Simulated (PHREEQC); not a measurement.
**Spent oxide etchant: speciation**

Dissolve 0.0016 mol/kgw HF, 4.3e-05 mol/kgw H2SiF6, 0.0032 mol/kgw H3BO3 and 0.0019 mol/kgw H2SO4 at 20 °C. Closed to the air; pH follows from the charge balance.

Computed with PHREEQC (ion-association model, phreeqc.dat).

Each row changes one thing in this solution. No solid was allowed to form.

| case | pH | ionic strength (mol/kgw) | SO4-2 (mol/kgw) | HF (mol/kgw) | HSO4- (mol/kgw) | F- (mol/kgw) |
|---|---|---|---|---|---|---|
| as made | 2.45 | 0.00534 | 0.00152 | 0.00112 | 0.000377 | 0.000249 |
| H2SO4 from 0.0019 to 0.019 mol/kgw | 1.62 | 0.0359 | 0.00840 | 0.00154 | 0.0106 | 5.67e-5 |
| H2SiF6 replaced by H4SiO4 at the same molality | 2.46 | 0.00529 | 0.00153 | 0.00102 | 0.000373 | 0.000229 |
| H3BO3 left out | 2.45 | 0.00532 | 0.00153 | 0.00146 | 0.000374 | 0.000326 |
| H2SiF6 left out | 2.46 | 0.00529 | 0.00153 | 0.00103 | 0.000373 | 0.000231 |
| H3BO3 from 0.0032 to 0.00032 mol/kgw | 2.45 | 0.00532 | 0.00153 | 0.00139 | 0.000375 | 0.000311 |

SiF6-2 is the database's only silicon fluoride. Real BF4- forms and hydrolyses slowly; the run takes it at equilibrium.
